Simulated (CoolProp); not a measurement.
Vapour pressure (kPa) of carbon dioxide: the reference equation beside estimates from Tc = 304.1 K, pc = 7377 kPa, ω = 0.224. Clausius-Clapeyron is anchored at 254.1 K with a constant enthalpy of vaporisation of 12.34 kJ/mol.

Computed with CoolProp (reference Helmholtz-energy equation of state, Span 1996).

```
T (K)  reference  Lee-Kesler  Clausius-Clapeyron  van der Waals  Peng-Robinson
-----  ---------  ----------  ------------------  -------------  -------------
236.5       1134        1134                1313           2477           1124
240         1282        1281                1439           2654           1271
243.5       1445        1443                1573           2839           1432
247.1       1627        1623                1719           3037           1613
250.6       1819        1815                1869           3238           1805
254.1       2028        2022                2028           3447           2013
257.6       2254        2246                2195           3664           2239
261.2       2505        2495                2377           3896           2491
264.7       2767        2757                2562           4130           2755
268.2       3050        3037                2757           4373           3039
271.8       3362        3348                2966           4632           3354
```

Absolute difference from the reference over all 11 rows, mean and median: Lee-Kesler 0.3 and 0.3 %, Clausius-Clapeyron 7.4 and 7.4 %, van der Waals 73.2 and 70.0 %, Peng-Robinson 0.7 and 0.7 %.
